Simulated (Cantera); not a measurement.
An isothermal plug-flow reactor at 850 K and 1.90 bar (inlet), inlet velocity 3.3 m/s, active area per volume 190 1/m; feed CH4 : O2 : N2 : H2O = 0.025 : 0.013 : 0.79 : 0.017 (molar parts).

Cantera simulation using Deutschmann's 1995 Pt surface mechanism with GRI-Mech 3.0 gas chemistry; the numbers are that mechanism's predictions, not measurements. Catalytic surfaces can have several steady states; this one follows from the mechanism file's or the stated starting coverage. Mass transfer to the wall is taken as infinitely fast.

Question: What does this change do: inlet velocity 3.3 to 2.2 m/s?

Answer: 
```tsv
quantity	before	after
x(CH4) at z = 0.0059 m	0.0252	0.0246
x(O2) at z = 0.0059 m	0.00798	0.00714
x(H2O) at z = 0.0059 m	0.0288	0.0300
x(CO2) at z = 0.0059 m	0.00163	0.00163
x(CO) at z = 0.0059 m	0.00275	0.00332
θ(free Pt) at the exit	0.310	0.242
θ(CO*) at the exit	0.492	0.356
θ(C*) at the exit	0.197	0.402
```
